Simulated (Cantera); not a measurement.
Charge: 1 mol CH3SiH3, 1.6 mol HCl, 49 mol H2, at 0.0320 bar.

Equilibrium computed with Cantera from the NASA thermochemical tables; the gas is ideal and each condensed phase is pure. Candidate condensed phases: C, C6H6, C7H8, C8H18, Si, SiC; 109 gas species. The feed counts by its element totals alone. The tables' values for SiCl are old estimates; treat these amounts as uncertain. Gases not in the tables: Si2H6 and higher silanes. The numbers say what is thermodynamically allowed, not how fast it happens. All values below are at 1902 °C.

Base state: H2 0.942, HCl 0.0282, H 0.0265, Si 0.00135, C2H2 (acetylene) 0.000928, Cl 0.000579, SiCl2 0.000250, SiH 0.000109 (mole fractions); condensed: SiC(s).

Task: What changes in the equilibrium state with this change: CH3SiH3 replaced by CH3SiCl3?

Result: 
```csv
species,before,after
H2,0.942,0.889
HCl,0.0282,0.0794
H,0.0265,0.0257
SiCl2,0.000250,0.00162
Cl,0.000579,0.00168
SiCl,9.60e-5,0.000214
C2H2 (acetylene),0.000928,0.00148
SiH2,3.73e-5,2.71e-5
SiH,0.000109,8.14e-5
"SiC(s), mol",0.889,0.828
```
